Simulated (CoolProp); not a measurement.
Properties of methanol along the isotherm 467.4 K.

Values from CoolProp's reference Helmholtz-energy equation of state, de Reuck 1993.

```tsv
p (MPa)	phase	speed of sound (m/s)	Joule-Thomson coefficient (K/MPa)	isothermal compressibility (1/MPa)
1.12	gas	359.1	[?]	0.9731
2.24	gas	334.0	19.14	0.5723
3.36	gas	295.4	16.05	0.5127
4.48	liquid	503.2	0.4228	0.01058
5.6	liquid	[?]	0.3632	[?]
6.72	liquid	550.0	0.3150	0.008401
7.84	liquid	570.4	[?]	[?]
8.96	liquid	589.3	0.2408	0.007034
10.1	liquid	607.3	0.2108	0.006511
11.2	liquid	623.7	0.1854	0.006082
12.3	liquid	[?]	0.1629	0.005712
```

Question: What belongs in the gaps?

Answer: 
- 1.12, Joule-Thomson coefficient (K/MPa): 19.15
- 5.6, speed of sound (m/s): 527.8
- 5.6, isothermal compressibility (1/MPa): 0.009348
- 7.84, Joule-Thomson coefficient (K/MPa): 0.2749
- 7.84, isothermal compressibility (1/MPa): 0.007649
- 12.3, speed of sound (m/s): 639.2
